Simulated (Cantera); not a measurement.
Roasting and sulfation: FeS2 + SO3 + H2O

Charge: 1 mol FeS2, 3.3 mol SO3, 2 mol H2O, held at 800 K and 0.0100 bar.

Cantera equilibrium calculation (NASA polynomials, part measured and part estimated; ideal gas, pure solids and liquids). Candidate condensed phases: Fe, FeO, Fe(OH)2, Fe(OH)3, FeS, FeSO4, FeS2, Fe2O3, Fe2(SO4)3, Fe3O4, H2O, H2SO4, S; 22 gas species. Gases not in the tables: S3 to S7. Rates play no part.

```yaml
x(SO2): 0.683
x(H2O): 0.300
x(S2): 0.0124
x(H2S): 0.00352
x(S2O): 0.000639
x(H2): 0.000158
x(SO): 1.48e-6
n(FeS2(s)): 0.304 mol
n(Fe3O4(s)): 0.232 mol
gas_amount: 6.582 mol
log10 activity of S(l) (absent): -1.63
log10 activity of FeSO4(s) (absent): -4.61
log10 activity of Fe(α) (absent): -5.21
```
